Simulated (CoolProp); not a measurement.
The fluid at 293.15 K and 0.108 MPa is compressed adiabatically to 0.445 MPa with isentropic efficiency 0.8. The same conditions are run with several fluids, on thermodynamics alone (safety and materials aside).

The numbers come from the reference Helmholtz-energy equation of state of each fluid (propylene: Lemmon 2013; ethylene: Smukala 2000; R22: Kamei 1995; C2F6 (R116): Lemmon 2006; R114: Platzer 1990) in CoolProp. The equations of Platzer and Polt are older, rougher fits.

```json
[
 {"fluid": "propylene", "work (kJ/kg)": "110", "final temperature (K)": "___", "final density (kg/m³)": "6.43"},
 {"fluid": "ethylene", "work (kJ/kg)": "___", "final temperature (K)": "397.5", "final density (kg/m³)": "___"},
 {"fluid": "R22", "work (kJ/kg)": "___", "final temperature (K)": "___", "final density (kg/m³)": "12.7"},
 {"fluid": "C2F6 (R116)", "work (kJ/kg)": "32.4", "final temperature (K)": "335.8", "final density (kg/m³)": "22.7"},
 {"fluid": "R114", "work (kJ/kg)": "24.9", "final temperature (K)": "333.7", "final density (kg/m³)": "30.6"}
]
```

### Question
What belongs in the gaps?

### Answer

- propylene, final temperature (K): 362.8
- ethylene, work (kJ/kg): 174
- ethylene, final density (kg/m³): 3.81
- R22, work (kJ/kg): 54.1
- R22, final temperature (K): 374.6
